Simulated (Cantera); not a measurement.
# Gas-phase reforming

An isothermal, constant-pressure homogeneous reactor starts with 43.5 % CH₄, 56.5 % CO₂, at 1425 K and 5.00 bar.

Detailed kinetics in Cantera: GRI-Mech 3.0 (53 species, 325 reactions).

```csv
t (s),x CH₄,x CO₂,x O,x H₂O,x CH₂,x C₂H,x OH
3.00e-6,0.435,0.565,<1e-12,5.09e-9,<1e-12,<1e-12,2.54e-11
1.72e-5,0.435,0.565,<1e-12,2.96e-8,1.70e-12,<1e-12,2.55e-11
9.85e-5,0.435,0.565,<1e-12,1.76e-7,2.89e-11,<1e-12,2.76e-11
0.000565,0.435,0.565,<1e-12,1.11e-6,4.95e-11,<1e-12,3.11e-11
0.00324,0.434,0.565,<1e-12,8.39e-6,8.66e-11,<1e-12,5.12e-11
0.0185,0.428,0.564,<1e-12,0.000152,1.74e-10,2.60e-12,2.56e-10
0.106,0.391,0.546,<1e-12,0.00465,1.48e-10,6.71e-11,1.74e-9
0.609,0.263,0.430,<1e-12,0.0726,2.54e-10,3.16e-10,1.14e-8
3.49,0.113,0.209,<1e-12,0.206,6.50e-10,7.50e-10,4.00e-8
20.0,0.120,0.146,<1e-12,0.155,1.98e-10,2.42e-10,2.50e-8
```
x: mole fraction; the columns are a selection and need not sum to one.

Equilibrium at this temperature and pressure: CH₄ 0.000230, CO₂ 0.0244, O <1e-12, H₂O 0.0456, CH₂ <1e-12, C₂H <1e-12, OH 4.73e-9 (gas phase only).
